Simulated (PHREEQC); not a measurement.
Dissolve 0.012 mol CuSO4 per kg of water at 67 °C. Closed to the air; pH follows from the charge balance.

Computed with PHREEQC (ion-association model, phreeqc.dat).

| quantity | before | after |
|---|---|---|
| pH | 4.44 | 2.26 |
| ionic strength (mol/kgw) | 0.0315 | 0.0237 |
| SO4-2 (mol/kgw) | 0.00786 | 0.00587 |
| HSO4- (mol/kgw) | 4.65e-5 | 0.00566 |

Q: Name the change that produced these shifts.
A. temperature from 67 to 80 °C
B. 0.00022 mol/kgw MnSO4 added
C. CuSO4 replaced by KHSO4 at the same molality

A: C, CuSO4 replaced by KHSO4 at the same molality

Precipitation was switched off in this run. Constants without temperature data keep their 25 °C values here.
